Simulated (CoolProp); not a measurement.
The fluid at 298.15 K and 0.109 MPa flows at 1 m/s in a round tube of 50 mm bore and 15 µm roughness, fully developed (64/Re and Nu = 3.66 if laminar; Colebrook and Gnielinski if turbulent). The same conditions are run with several fluids, on thermodynamics alone (safety and materials aside).

Values from CoolProp's reference Helmholtz-energy equation of state of each fluid (n-nonane: Lemmon 2006; n-decane: Lemmon 2006; ethanol: Schroeder 2014; n-pentane: Thol 2019; ethylbenzene: Zhou 2012).

```tsv
fluid	Reynolds number	Darcy friction factor	pressure drop (Pa/m)	heat-transfer coefficient (W/(m² K))	mass flow (kg/h)
n-nonane	?	0.0216	154	1130	5050
n-decane	42800	?	164	1020	5140
ethanol	36300	0.0233	183	1160	5550
n-pentane	173000	0.0180	112	?	4390
ethylbenzene	70500	0.0206	178	1270	6100
```

**Question.** What belongs in the gaps?

**Answer.** 
- n-nonane, Reynolds number: 54600
- n-decane, Darcy friction factor: 0.0226
- n-pentane, heat-transfer coefficient (W/(m² K)): 1750

Transport values come from each fluid's own correlations; those of n-pentane, ethylbenzene are estimates that may be off by 10 % or more.
